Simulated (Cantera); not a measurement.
Source: NASA polynomial tables (part measured, part estimated), evaluated in Cantera. Values are per mole of reaction as written; species without (g) are pure solids or liquids, kept so even where they would boil at 1 bar.

6 Cl2(g) + Si3N4 ⇌ 4 N(g) + 3 SiCl4(g)

```json
[
 {"T (K)": "1323", "ΔH° (kJ)": "677.3", "ΔS° (J/K)": "207.7", "ΔG° (kJ)": "402.5", "log10 K": "-15.89"},
 {"T (K)": "1473", "ΔH° (kJ)": "?", "ΔS° (J/K)": "?", "ΔG° (kJ)": "?", "log10 K": "?"},
 {"T (K)": "1623", "ΔH° (kJ)": "?", "ΔS° (J/K)": "?", "ΔG° (kJ)": "?", "log10 K": "?"},
 {"T (K)": "1773", "ΔH° (kJ)": "?", "ΔS° (J/K)": "?", "ΔG° (kJ)": "?", "log10 K": "?"},
 {"T (K)": "1923", "ΔH° (kJ)": "675.7", "ΔS° (J/K)": "206.8", "ΔG° (kJ)": "277.9", "log10 K": "-7.55"},
 {"T (K)": "2073", "ΔH° (kJ)": "?", "ΔS° (J/K)": "?", "ΔG° (kJ)": "?", "log10 K": "?"}
]
```

Problem. Some entries are withheld; supply them.

Solution. 
- 1473, ΔH° (kJ): 677.7
- 1473, ΔS° (J/K): 208.0
- 1473, ΔG° (kJ): 371.3
- 1473, log10 K: -13.17
- 1623, ΔH° (kJ): 677.5
- 1623, ΔS° (J/K): 207.9
- 1623, ΔG° (kJ): 340.1
- 1623, log10 K: -10.95
- 1773, ΔH° (kJ): 676.8
- 1773, ΔS° (J/K): 207.4
- 1773, ΔG° (kJ): 309.0
- 1773, log10 K: -9.10
- 2073, ΔH° (kJ): 674.1
- 2073, ΔS° (J/K): 206.1
- 2073, ΔG° (kJ): 247.0
- 2073, log10 K: -6.22
